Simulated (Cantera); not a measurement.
Cantera run, input and output.

```python
import numpy as np
import cantera as ct

gas = ct.Solution("h2o2.yaml")
gas.TPX = 1025, 1900, {'H2': 0.15, 'O2': 1}
reactor = ct.IdealGasConstPressureReactor(gas, energy="off", clone=False)
net = ct.ReactorNet([reactor])
net.rtol, net.atol = 1e-08, 1e-18
show = ['H2', 'O2', 'HO2', 'H2O2', 'OH', 'H2O', 'O']
times = np.geomspace(5e-05, 5, 12)

steps = ct.SolutionArray(gas, extra=["t"])
rows = []
print(f"{'t/s':>10s}{'T/K':>9s}{'P/Pa':>11s}" + "".join(f"{s:>11s}" for s in show))
for t in times:
    while net.time < t:
        t_next = net.step()
        steps.append(gas.state, t=t_next)
    rows.append([np.interp(t, steps.t, y) for y in (steps.T, steps.P, *steps(*show).X.T)])
    print(f"{t:10.3e}{rows[-1][0]:9.1f}{rows[-1][1]:11.4g}" + "".join(f"{x:11.3e}" for x in rows[-1][2:]))
rate = np.gradient(steps.T, steps.t)
print("integrator steps:", len(steps.t))
if steps.T.max() > steps.T[0] + 200:
    print(f"time of steepest temperature rise: {steps.t[rate.argmax()]:.4e} s")
gas.TPX = 1025, 1900, {'H2': 0.15, 'O2': 1}
gas.equilibrate("TP")
print(f"equilibrium (TP): T = {gas.T:.1f} K  " + "  ".join(f"{s} {gas[s].X[0]:.3e}" for s in show))
```

It prints:

```
       t/s      T/K       P/Pa         H2         O2        HO2       H2O2         OH        H2O          O
 5.000e-05   1025.0       1900  1.304e-01  8.696e-01  1.534e-10  9.841e-15  2.471e-11  1.909e-11  3.521e-11
 1.424e-04   1025.0       1900  1.304e-01  8.696e-01  4.406e-10  8.020e-14  1.341e-10  2.951e-10  2.550e-10
 4.056e-04   1025.0       1900  1.304e-01  8.696e-01  1.337e-09  6.696e-13  1.590e-09  7.064e-09  3.499e-09
 1.155e-03   1025.0       1900  1.304e-01  8.696e-01  4.491e-08  1.874e-11  6.079e-07  3.164e-06  1.358e-06
 3.290e-03   1025.0       1900  1.277e-02  8.141e-01  1.569e-05  4.920e-07  5.325e-03  9.579e-02  3.049e-02
 9.369e-03   1025.0       1900  1.678e-03  8.480e-01  1.509e-05  4.298e-07  2.108e-03  1.328e-01  1.032e-02
 2.668e-02   1025.0       1900  1.865e-04  8.591e-01  7.111e-06  3.563e-07  6.038e-04  1.388e-01  1.136e-03
 7.600e-02   1025.0       1900  1.895e-05  8.603e-01  1.793e-06  1.910e-07  1.933e-04  1.394e-01  1.195e-04
 2.164e-01   1025.0       1900  2.353e-06  8.604e-01  3.735e-07  8.004e-08  7.479e-05  1.395e-01  1.751e-05
 6.164e-01   1025.0       1900  3.991e-07  8.604e-01  8.755e-08  3.179e-08  3.386e-05  1.395e-01  3.575e-06
 1.756e+00   1025.0       1900  9.039e-08  8.605e-01  2.396e-08  1.255e-08  1.707e-05  1.395e-01  9.113e-07
 5.000e+00   1025.0       1900  2.457e-08  8.605e-01  7.375e-09  4.875e-09  9.176e-06  1.395e-01  2.644e-07
integrator steps: 1926
equilibrium (TP): T = 1025.0 K  H2 1.987e-10  O2 8.605e-01  HO2 1.737e-09  H2O2 6.866e-11  OH 8.409e-07  H2O 1.395e-01  O 2.235e-09
```

Detailed kinetics in Cantera: the H2/O2 subset of GRI-Mech 3.0, which has no nitrogen chemistry. Radical loss at walls, strong at low pressure, is not modelled. The temperature is held fixed by assumption; the heat of reaction is taken as removed at once.
